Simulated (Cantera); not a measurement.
## Premixed flame

A freely propagating, adiabatic, planar premixed flame of CH4 : CO : O2 : N2 = 1 : 0.055 : 1.56 : 7.02 (molar parts), equivalence ratio 1.3, unburnt at 323 K and 7500 Torr; mixture-averaged transport, grid criteria slope 0.08 and curve 0.16, no radiation.

Detailed kinetics in Cantera: GRI-Mech 3.0 (53 species, 325 reactions). Burning velocities carry a grid error of a few per cent, more on coarse grids.

```json
[
 {"z (mm)": "-0.833", "T (K)": "323", "u (m/s)": "0.0518", "x CH4": "0.104", "x CO": "0.00571", "x O2": "0.162", "x NO2": "<1e-8", "x C2H2": "2.49e-8", "x H2O2": "3.23e-8"},
 {"z (mm)": "-0.555", "T (K)": "329", "u (m/s)": "0.0529", "x CH4": "0.103", "x CO": "0.00579", "x O2": "0.161", "x NO2": "<1e-8", "x C2H2": "5.78e-7", "x H2O2": "5.08e-7"},
 {"z (mm)": "-0.416", "T (K)": "360", "u (m/s)": "0.0580", "x CH4": "0.101", "x CO": "0.00635", "x O2": "0.158", "x NO2": "<1e-8", "x C2H2": "5.34e-6", "x H2O2": "3.39e-6"},
 {"z (mm)": "-0.278", "T (K)": "510", "u (m/s)": "0.0830", "x CH4": "0.0910", "x CO": "0.00967", "x O2": "0.147", "x NO2": "5.56e-8", "x C2H2": "4.22e-5", "x H2O2": "1.93e-5"},
 {"z (mm)": "-0.139", "T (K)": "999", "u (m/s)": "0.165", "x CH4": "0.0600", "x CO": "0.0239", "x O2": "0.102", "x NO2": "2.16e-7", "x C2H2": "0.000250", "x H2O2": "6.67e-5"},
 {"z (mm)": "-0.0694", "T (K)": "1381", "u (m/s)": "0.230", "x CH4": "0.0343", "x CO": "0.0375", "x O2": "0.0610", "x NO2": "9.17e-8", "x C2H2": "0.000508", "x H2O2": "1.55e-5"},
 {"z (mm)": "0", "T (K)": "1720", "u (m/s)": "0.287", "x CH4": "0.0123", "x CO": "0.0497", "x O2": "0.0226", "x NO2": "<1e-8", "x C2H2": "0.00120", "x H2O2": "1.71e-6"},
 {"z (mm)": "0.0694", "T (K)": "1867", "u (m/s)": "0.312", "x CH4": "0.00475", "x CO": "0.0520", "x O2": "0.00617", "x NO2": "<1e-8", "x C2H2": "0.00164", "x H2O2": "4.40e-7"},
 {"z (mm)": "0.139", "T (K)": "1908", "u (m/s)": "0.318", "x CH4": "0.00308", "x CO": "0.0510", "x O2": "0.00200", "x NO2": "<1e-8", "x C2H2": "0.00156", "x H2O2": "1.07e-7"},
 {"z (mm)": "0.278", "T (K)": "1925", "u (m/s)": "0.321", "x CH4": "0.00221", "x CO": "0.0496", "x O2": "0.000382", "x NO2": "<1e-8", "x C2H2": "0.00140", "x H2O2": "1.36e-8"},
 {"z (mm)": "0.555", "T (K)": "1927", "u (m/s)": "0.321", "x CH4": "0.00157", "x CO": "0.0491", "x O2": "3.05e-5", "x NO2": "<1e-8", "x C2H2": "0.00116", "x H2O2": "<1e-8"},
 {"z (mm)": "1.11", "T (K)": "1924", "u (m/s)": "0.321", "x CH4": "0.000985", "x CO": "0.0500", "x O2": "3.87e-7", "x NO2": "<1e-8", "x C2H2": "0.000773", "x H2O2": "<1e-8"},
 {"z (mm)": "2.22", "T (K)": "1920", "u (m/s)": "0.321", "x CH4": "0.000492", "x CO": "0.0518", "x O2": "3.87e-8", "x NO2": "<1e-8", "x C2H2": "0.000324", "x H2O2": "<1e-8"}
]
```
x: mole fraction of selected species; z is measured from the peak of heat release.

The laminar burning velocity is 5.16 cm/s and the thermal thickness is 0.278 mm. The peak x(C2H2) is 0.00164, the peak x(H2O2) is 6.72e-5 and the grid points comes out as 119.
